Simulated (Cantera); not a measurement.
Feed: 1 mol TEOS, 1.2 mol O2, 0.11 mol H2, held at 1548 K.

Cantera equilibrium calculation (NASA polynomials, part measured and part estimated; ideal gas, pure solids and liquids). Candidate condensed phases: C, C6H6, C7H8, C8H18, H2O, Si, SiC, SiO2; 123 gas species. The feed counts by its element totals alone. The tables hold silica as quartz up to 1696 K and as liquid above; real silica turns to tridymite and cristobalite and melts near 1996 K. Kinetics and transport are ignored.

Q: Which condensed phases are stable at each of these points (P (Pa)): 5, 26, 140, 710, 3700, 19000, 100000?

A: 
```json
[
 {"P (Pa)": "5", "condensed phases": "C(graphite) + SiC(s)", "Si condensed (%)": "98.5"},
 {"P (Pa)": "26", "condensed phases": "C(graphite) + SiC(s)", "Si condensed (%)": "98.5"},
 {"P (Pa)": "140", "condensed phases": "C(graphite) + SiC(s)", "Si condensed (%)": "98.5"},
 {"P (Pa)": "710", "condensed phases": "C(graphite) + SiC(s)", "Si condensed (%)": "98.5"},
 {"P (Pa)": "3700", "condensed phases": "C(graphite) + SiC(s)", "Si condensed (%)": "98.5"},
 {"P (Pa)": "19000", "condensed phases": "C(graphite) + SiO2(β-quartz)", "Si condensed (%)": "99.3"},
 {"P (Pa)": "100000", "condensed phases": "C(graphite) + SiO2(β-quartz)", "Si condensed (%)": "100.0"}
]
```

From 5.00 Pa to 37.0 mbar the condensed part is C(graphite) + SiC(s). From 0.190 bar to 1.00 bar the condensed part is C(graphite) + SiO2(β-quartz).
